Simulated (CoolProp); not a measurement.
Water along the isotherm 632.4 K: density (kg/m³) from the reference equation and from simpler models built on Tc = 647.1 K, pc = 22.06 MPa, ω = 0.344; each cubic takes its own stable root.

Values from CoolProp's reference Helmholtz-energy equation of state, Wagner 2002.

| p (MPa) | phase | reference |
|---|---|---|
| 0.105 | gas | 0.3604 |
| 0.169 | gas | 0.5807 |
| 0.273 | gas | 0.9396 |
| 0.441 | gas | 1.522 |
| 0.713 | gas | 2.472 |
| 1.15 | gas | 4.018 |
| 1.86 | gas | 6.581 |
| 3.01 | gas | 10.88 |
| 4.86 | gas | 18.25 |
| 7.85 | gas | 31.69 |
| 12.7 | gas | 60.32 |
| 20.5 | liquid | 558.5 |
| 33.1 | liquid | 628.8 |

Question: How far does each simpler model (Soave-Redlich-Kwong, Peng-Robinson) lie from the reference over these 13 states: mean and median of the absolute difference, and the worst?

Answer: 
- Soave-Redlich-Kwong: mean 5.6 %, median 0.0 %, worst -36.0 % at 632.4 K and 20.5 MPa
- Peng-Robinson: mean 4.4 %, median 0.2 %, worst -28.5 % at 632.4 K and 20.5 MPa
